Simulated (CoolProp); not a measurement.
Values from CoolProp's reference Helmholtz-energy equation of state, Lemmon 2006. It is a short technical equation, of lower accuracy than the large ones.

Problem. For toluene, give the phase and the density (kg/m³), cv (kJ/(kg K)), isothermal compressibility (1/MPa), viscosity (µPa s) at -43.65 °C and 173 bar.

Solution. 
- -43.65 °C and 173 bar: liquid; density 935, cv 1.09, isothermal compressibility 0.000523, viscosity 2050

Viscosity comes from a separate model (Avgeri 2015).
